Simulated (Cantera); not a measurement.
# Gas-phase reforming

A perfectly stirred reactor is fed with CH₄ : CO₂ : H₂ = 1 : 0.41 : 0.24 (molar parts), at 2.47 atm; it is held at 1398 K, and followed from long to short residence time.

Computed with Cantera and GRI-Mech 3.0 (53 species, 325 reactions). GRI-Mech 3.0 stops at C3 and has no aromatics, soot or wall deposition, so with more carbon than oxygen in the feed, carbon stays in small species such as C2H2 where larger ones or solid carbon would form.

```
τ (s)   x CH₄   x CO₂   x H₂   x CH₂O    x CH₃
------  -----  ------  -----  -------  -------
28      0.273  0.0463  0.290  2.05e-7  2.91e-5
12      0.288  0.0609  0.273  2.25e-7  3.00e-5
4.7     0.329  0.0930  0.255  2.33e-7  3.08e-5
1.9     0.405   0.147  0.234  2.22e-7  3.22e-5
0.79    0.489   0.198  0.205  2.21e-7  3.43e-5
0.32    0.549   0.228  0.177  2.35e-7  3.66e-5
0.13    0.582   0.240  0.159  2.45e-7  3.79e-5
0.055   0.596   0.245  0.151  2.41e-7  3.78e-5
0.022   0.602   0.247  0.147  2.17e-7  3.62e-5
0.0092  0.605   0.248  0.146  1.71e-7  3.33e-5
0.0038  0.605   0.248  0.146  1.09e-7  2.95e-5
```
x: mole fraction; the columns are a selection and need not sum to one.
